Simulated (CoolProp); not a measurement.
Aqueous potassium formate as a coolant, 30 % by mass, freezing at -21.2 °C, 1 atm.

Computed with CoolProp (Melinder's fits for secondary coolants).

```csv
T (°C),cp (kJ/(kg K)),conductivity (W/(m K)),density (kg/m³),Prandtl number
-16.1,3.080,0.496,1202,28.1
-10.8,3.089,0.503,1200,23.0
-5.5,3.099,0.510,1199,19.1
-0.1,3.108,0.516,1197,16.1
5.2,3.117,0.523,1195,13.8
10.5,3.126,0.529,1193,12.0
15.8,3.136,0.536,1191,10.6
21.1,3.145,0.542,1189,9.38
26.5,3.154,0.549,1187,8.38
31.8,3.163,0.556,1185,7.55
```
